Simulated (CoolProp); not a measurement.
A Linde-Hampson liquefier for carbon monoxide: isothermal reversible compression at 230 K from 1 atm to 5 MPa, throttling to 1 atm, return gas leaving the recuperator 10 K below the feed. Each further row changes one setting.

Model: reference Helmholtz-energy equation of state, Lemmon 2006, in CoolProp. It is a short technical equation, of lower accuracy than the large ones.

```json
[
 {"case": "as stated", "liquid yield per pass": "…", "compression work (kJ/kg of gas)": "261"},
 {"case": "high pressure 10 MPa", "liquid yield per pass": "…", "compression work (kJ/kg of gas)": "…"},
 {"case": "warm-end temperature 260 K", "liquid yield per pass": "0.015", "compression work (kJ/kg of gas)": "…"},
 {"case": "warm-end gap 15 K", "liquid yield per pass": "0.015", "compression work (kJ/kg of gas)": "261"}
]
```

Q: Fill in the missing entries.

A: 
- as stated, liquid yield per pass: 0.030
- high pressure 10 MPa, liquid yield per pass: 0.084
- high pressure 10 MPa, compression work (kJ/kg of gas): 305
- warm-end temperature 260 K, compression work (kJ/kg of gas): 298
